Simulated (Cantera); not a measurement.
A perfectly stirred reactor is fed with 90.9 % NO, 9.09 % N2, at 1.00 bar; it is held at 1750 K, and followed from long to short residence time.

Cantera simulation using GRI-Mech 3.0 (53 species, 325 reactions); the numbers are that mechanism's predictions, not measurements.

### Question
Predict: x(NO) at τ = 3.00 s; x(N2O) at τ = 3.00 s; x(NO2) at τ = 3.00 s; x(O2) at τ = 3.00 s; x(N2) at τ = 3.00 s; x(NO) at τ = 16.0 ms; x(N2O) at τ = 16.0 ms; x(NO2) at τ = 16.0 ms; x(O2) at τ = 16.0 ms; x(N2) at τ = 16.0 ms.

### Answer
```json
{
 "x(NO) at τ = 3.00 s": "0.580",
 "x(N2O) at τ = 3.00 s": "0.000131",
 "x(NO2) at τ = 3.00 s": "0.00144",
 "x(O2) at τ = 3.00 s": "0.163",
 "x(N2) at τ = 3.00 s": "0.255",
 "x(NO) at τ = 16.0 ms": "0.905",
 "x(N2O) at τ = 16.0 ms": "0.000284",
 "x(NO2) at τ = 16.0 ms": "0.000498",
 "x(O2) at τ = 16.0 ms": "0.00155",
 "x(N2) at τ = 16.0 ms": "0.0926"
}
```
